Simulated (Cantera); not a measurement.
Charge: 1 mol Pb, 0.46 mol H2, 6 mol CO, held at 600 °C and 0.400 bar.

Method: chemical equilibrium by Gibbs-energy minimisation in Cantera with the NASA 1993 tables (ideal gas, pure condensed phases). Candidate condensed phases: C, C6H6, C7H8, C8H18, H2O, Pb, PbO, PbO2, Pb3O4; 113 gas species. Kinetics and transport are ignored.

Problem. What is the equilibrium state?

Solution. 
```
Item                                    Value
----------------------------------  ---------
x(CO2)                                  0.542
x(CO)                                   0.346
x(H2)                                  0.0700
x(H2O)                                 0.0411
x(CH4)                               0.000877
x(Pb)                                 1.60e-6
n(C(graphite))                       2.37 mol
n(Pb(l))                            1.000 mol
gas amount                          4.079 mol
log10 activity of PbO2(s) (absent)     -18.18
```
